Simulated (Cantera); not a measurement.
An isothermal, constant-pressure homogeneous reactor starts with CO : O₂ : H₂O : N₂ = 0.018 : 0.051 : 0.00029 : 1 (molar parts), equivalence ratio 0.18, at 1475 K and 760 Torr. Integrator tolerance rtol = 1e-08.

Detailed kinetics in Cantera: GRI-Mech 3.0 (53 species, 325 reactions).

Task: What does this change do: 0.0018 parts H2 added?

Result: 
| quantity | before | after |
|---|---|---|
| x(CO) at 50.0 s | 2.85e-7 (gas-phase equilibrium 2.86e-7) | 2.88e-7 (gas-phase equilibrium 2.89e-7) |
| x(O₂) at 50.0 s | 0.0396 (gas-phase equilibrium 0.0394) | 0.0387 (gas-phase equilibrium 0.0385) |
| x(H₂O) at 50.0 s | 0.000272 (gas-phase equilibrium 0.000272) | 0.00197 (gas-phase equilibrium 0.00197) |
| x(H₂O₂) at 50.0 s | 9.78e-12 (gas-phase equilibrium 9.76e-12) | 6.99e-11 (gas-phase equilibrium 6.96e-11) |
| x(H₂) at 50.0 s | 1.84e-9 (gas-phase equilibrium 1.85e-9) | 1.35e-8 (gas-phase equilibrium 1.35e-8) |
| x(NO) at 50.0 s | 1.17e-5 (gas-phase equilibrium 0.000514) | 6.03e-6 (gas-phase equilibrium 0.000508) |
| x(CO₂) at 50.0 s | 0.0170 (gas-phase equilibrium 0.0170) | 0.0170 (gas-phase equilibrium 0.0170) |
